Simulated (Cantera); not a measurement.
A Cantera script and what it prints.

```python
import numpy as np
import cantera as ct

gas_names = """
    CL CLO CL2 H HCL HOCL HO2 H2 H2O H2O2 Mg MgCL MgCL2 MgH MgO MgOH MgO2H2 Mg2 O OH O2 O3
""".split()
cond_names = """
    H2O(s) H2O(L) Mg(cr) Mg(L) MgCL2(s) MgCL2(L) MgO(s) MgO(L) MgO2H2(s)
""".split()


# ... load() reads the species with a 1 bar reference pressure and builds the phases ...
atoms = {
    'MgO': {'Mg': 1, 'O': 1},
    'HCl': {'H': 1, 'CL': 1},
}
top_T = {}  # K; cautious upper limits of use, not melting points


# ... equilibrate(T, P, feed) seeds the gas with the atoms and calls Mixture.equilibrate('TP', solver="vcs", rtol=1e-11, max_steps=5000) ...
results = []
feed = {'MgO': 1, 'HCl': 1.4}  # mol
T = 1523  # K
for P in [1, 10, 100, 1000, 10000, 100000]:
    mix = equilibrate(T, P, feed)
    results.append((T, P, feed, dict(zip(mix.species_names, mix.species_moles))))
    x = sorted(zip(gas.X, gas.species_names), reverse=True)
    print(f"T = {T:g} K  P = {P:g} Pa  gas = {mix.phase_moles(0):.4g} mol")
    print("   x: " + "  ".join(f"{s} {v:.3e}" for v, s in x if v > 0.0001))
    print("   condensed (mol): " + ("  ".join(f"{mix.phase(i).name} {mix.phase_moles(i):.4g}"
          for i in range(1, mix.n_phases) if mix.phase_moles(i) > 1e-12) or "none"))
```

Result:

```
T = 1523 K  P = 1 Pa  gas = 1.427 mol
   x: HCL 8.127e-01  MgCL2 6.635e-02  H2O 6.628e-02  CL 3.599e-02  H2 1.753e-02  H 9.678e-04  OH 1.128e-04
   condensed (mol): MgO(s) 0.9052
T = 1523 K  P = 10 Pa  gas = 1.412 mol
   x: HCL 8.377e-01  MgCL2 6.838e-02  H2O 6.833e-02  CL 1.695e-02  H2 8.404e-03  H 2.119e-04
   condensed (mol): MgO(s) 0.9034
T = 1523 K  P = 100 Pa  gas = 1.406 mol
   x: HCL 8.494e-01  MgCL2 6.933e-02  H2O 6.930e-02  CL 7.913e-03  H2 3.963e-03
   condensed (mol): MgO(s) 0.9026
T = 1523 K  P = 1000 Pa  gas = 1.403 mol
   x: HCL 8.549e-01  MgCL2 6.977e-02  H2O 6.975e-02  CL 3.670e-03  H2 1.866e-03
   condensed (mol): MgO(s) 0.9021
T = 1523 K  P = 10000 Pa  gas = 1.401 mol
   x: HCL 8.574e-01  MgCL2 6.997e-02  H2O 6.996e-02  CL 1.675e-03  H2 9.007e-04
   condensed (mol): MgO(s) 0.902
T = 1523 K  P = 100000 Pa  gas = 1.401 mol
   x: HCL 8.586e-01  MgCL2 7.006e-02  H2O 7.006e-02  CL 7.274e-04  H2 4.792e-04  CL2 1.143e-04
   condensed (mol): MgO(s) 0.9019
```

These are equilibrium values from Cantera (NASA tables, ideal gas, pure condensed phases), not measurements of a reactor.
